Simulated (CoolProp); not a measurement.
Vapour-liquid equilibrium of R13 (1) + propylene (2) at 0.175 MPa; x and y are mole fractions of (1).

Computed with CoolProp (multi-fluid Helmholtz-energy mixture model, Platzer 1990 and Lemmon 2013; pair parameters Bell 2016). This equation is an older, rougher fit; its heat capacities, sound speeds and derivatives of the liquid may be far off and weren't checked against measurements.

Task: Give the bubble temperature and the first vapour's composition at x = 0.05, 0.35, 0.95. Is there an azeotrope?

Result: x = 0.05: 231.4 K, y = 0.275; x = 0.35: 213.0 K, y = 0.763; x = 0.95: 203.2 K, y = 0.978. No azeotrope shows between x = 0.05 and 0.95.

The pair parameters rest on a limited set of measurements; away from them the model extrapolates.
